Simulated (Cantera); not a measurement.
A closed system holds: 1 mol Si3N4, 0.32 mol N2, 0.012 mol Si, equilibrated at 2325 K and 1.10 Pa.

These are equilibrium values from Cantera (NASA tables, ideal gas, pure condensed phases), not measurements of a reactor. Candidate condensed phases: Si, Si3N4; 7 gas species. The tables' values for SiN are old estimates; treat these amounts as uncertain. Kinetics and transport are ignored.

### Question
What is the equilibrium state?

### Answer
```json
{
  "x(Si)": "0.565",
  "x(N2)": "0.435",
  "x(SiN)": "0.000165",
  "x(Si2)": "6.10e-5",
  "x(N)": "1.02e-5",
  "gas_amount": "5.331 mol",
  "log10 activity of Si(l) (absent)": "-2.27"
}
```
